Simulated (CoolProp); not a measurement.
Vapour-liquid equilibrium of propylene (1) + R114 (2) at 38.35 °C; x and y are mole fractions of (1).

Values from CoolProp's multi-fluid Helmholtz-energy mixture model, Lemmon 2013 and Platzer 1990; pair parameters Bell 2016. This equation is an older, rougher fit; its heat capacities, sound speeds and derivatives of the liquid may be far off and weren't checked against measurements.

```tsv
x	bubble pressure (MPa)	y at the bubble point	dew pressure at overall composition x (MPa)	liquid density (mol/L)
0.05	0.3994	0.213	0.3379	8.384
0.2	0.6270	0.545	0.3936	8.753
0.35	0.8371	0.699	0.4705	9.143
0.5	1.024	0.790	0.5825	9.565
0.65	1.194	0.857	0.7579	10.03
0.8	1.359	0.915	1.048	10.56
0.95	1.529	0.977	1.455	11.20
```

No azeotrope shows between x = 0.05 and 0.95.

The pair parameters rest on a limited set of measurements; away from them the model extrapolates.
